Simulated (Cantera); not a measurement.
A closed system holds: 1 mol CaF₂, 3.4 mol H₂, equilibrated at 0.133 bar.

Equilibrium computed with Cantera from the NASA thermochemical tables; the gas is ideal and each condensed phase is pure. Candidate condensed phases: Ca, CaF₂; 15 gas species. Kinetics and transport are ignored. All values below are at 1050 °C.

Base state: H₂ 1.000 (mole fractions); condensed: CaF₂(s).

Q: What changes in the equilibrium state with this change: 0.035 mol NH₃ added?

A: 
| species | before | after |
|---|---|---|
| H₂ | 1.000 | 0.995 |
| N₂ | 0 | 0.00504 |
| CaF₂(s), mol | 1.000 | 1.000 |
